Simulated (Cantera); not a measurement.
A perfectly stirred reactor is fed with 5.01 % CH₄, 3.75 % CO, 19.2 % O₂, 72.1 % N₂, equivalence ratio 0.62, at 3750 Torr; it is adiabatic with a 575 K inlet, and is followed from long to short residence time, starting on the burning branch (τ in s: 0.21, 0.058, 0.017, 0.0047, 0.0013, 0.00037, 0.0001, 3e-05, 8.4e-06).

Detailed kinetics in Cantera: GRI-Mech 3.0 (53 species, 325 reactions).

One state of this run: T (K) = 1808; x CH₄ = 0.000408; x CO = 0.0164; x O₂ = 0.0818; x H = 0.000671; x HO₂ = 4.97e-5. x: mole fraction; the columns are a selection and need not sum to one.

Problem. Which value of τ (s) does it belong to?
A) 3.0e-5
B) 0.00010
C) 0.0047
D) 0.21

Solution. B, 0.00010
